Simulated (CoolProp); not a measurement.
Vapour-liquid equilibrium of ethanol (1) + toluene (2) at 5.28 bar; x and y are mole fractions of (1).

The numbers come from the multi-fluid Helmholtz-energy mixture model, Schroeder 2014 and Lemmon 2006; pair parameters Bell 2016 in CoolProp.

Problem. Give the bubble temperature and the first vapour's composition at x = 0.2, 0.5, 0.8. Is there an azeotrope?

Solution. x = 0.2: 141.3 °C, y = 0.609; x = 0.5: 131.5 °C, y = 0.740; x = 0.8: 128.0 °C, y = 0.849. No azeotrope shows between x = 0.05 and 0.95.

Pair parameters are fitted to limited data, so mixtures are less certain than the pure fluids.
